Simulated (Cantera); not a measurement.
A Cantera script and what it prints.

```python
import numpy as np
import cantera as ct

gas_names = """
    AL ALCL ALCL2 ALCL3 ALO ALOCL ALO2 AL2 AL2CL6 AL2O AL2O2 CL CLO CL2 O O2 O3 Si SiCL SiCL2 SiCL3
    SiCL4 SiO SiO2 Si2 Si3
""".split()
cond_names = """
    AL(cr) AL(L) ALCL3(s) ALCL3(L) AL2O3(a) AL2O3(L) AL2SiO5(an) AL6Si2O13(s) Si(cr) Si(L) SiO2(Lqz)
    SiO2(hqz) SiO2(L)
""".split()


# ... load() reads the species with a 1 bar reference pressure and builds the phases ...
atoms = {
    'Al2O3': {'AL': 2, 'O': 3},
    'SiCl4': {'Si': 1, 'CL': 4},
    'O2': {'O': 2},
}
top_T = {'AL2SiO5(an)': 2000, 'AL6Si2O13(s)': 2100}  # K; cautious upper limits of use, not melting points


# ... equilibrate(T, P, feed) seeds the gas with the atoms and calls Mixture.equilibrate('TP', solver="vcs", rtol=1e-11, max_steps=5000) ...
results = []
feed = {'Al2O3': 1, 'SiCl4': 4.8, 'O2': 5}  # mol
P = 13332.2  # Pa
for T in [600, 700, 800, 900, 1000, 1100, 1200, 1300, 1400, 1500, 1600]:
    mix = equilibrate(T, P, feed)
    results.append((T, P, feed, dict(zip(mix.species_names, mix.species_moles))))

top = {s: max(r[3][s] / sum(r[3][g] for g in gas_names) for r in results) for s in gas_names}
cols = sorted((s for s in top if top[s] > 1e-06), key=lambda s: -top[s])[:9]
seen = [c for c in cond_names if any(r[3].get(c, 0) > 1e-12 for r in results)]
print("log10 of partial pressures in bar; condensed amounts in mol")
print(f"{'T/K':>10s}" + "".join(f"{s[:9]:>10s}" for s in cols + seen))
for T, P, feed, n in results:
    ng = sum(n[g] for g in gas_names)
    print(f"{T:10.4g}" + "".join(f"{np.log10(max(n[s] / ng * P / 1e5, 1e-99)):10.3f}" for s in cols)
          + "".join(f"{n.get(c, 0):10.4g}" for c in seen))
```

Output:

```
log10 of partial pressures in bar; condensed amounts in mol
       T/K       CL2        CL        O2     ALCL3       CLO     SiCL4         O AL2SiO5(a AL6Si2O13 SiO2(Lqz) SiO2(hqz)
       600    -0.884    -8.151    -2.565   -16.068    -9.878   -18.233   -19.853         1         0       3.8         0
       700    -0.884    -6.622    -2.565   -12.899    -8.616   -15.144   -16.728         1         0       3.8         0
       800    -0.884    -5.471    -2.565   -10.528    -7.669   -12.832   -14.381         1         0       3.8         0
       900    -0.884    -4.573    -2.565    -8.687    -6.932   -11.043   -12.552         1         0         0       3.8
      1000    -0.885    -3.853    -2.566    -7.219    -6.342    -9.616   -11.086         1         0         0       3.8
      1100    -0.886    -3.262    -2.566    -6.024    -5.860    -8.452    -9.886         1         0         0       3.8
      1200    -0.890    -2.770    -2.567    -5.037    -5.459    -7.488    -8.885    0.9997         0         0       3.8
      1300    -0.899    -2.356    -2.566    -4.226    -5.122    -6.688    -8.035         0    0.3326         0     4.135
      1400    -0.919    -2.006    -2.551    -3.577    -4.832    -6.042    -7.300         0      0.33         0      4.14
      1500    -0.959    -1.713    -2.503    -3.076    -4.574    -5.562    -6.644         0    0.3222         0     4.155
      1600    -1.027    -1.473    -2.423    -2.721    -4.346    -5.249    -6.050         0    0.3066         0     4.186
```

Cantera equilibrium calculation (NASA polynomials, part measured and part estimated; ideal gas, pure solids and liquids). Mutual solubility and eutectic melting of coexisting phases are not modelled. The tables hold silica as quartz up to 1696 K and as liquid above; real silica turns to tridymite and cristobalite and melts near 1996 K. Condensed phases not in the tables: AlOCl, alloys, solid solutions and most ternary compounds.
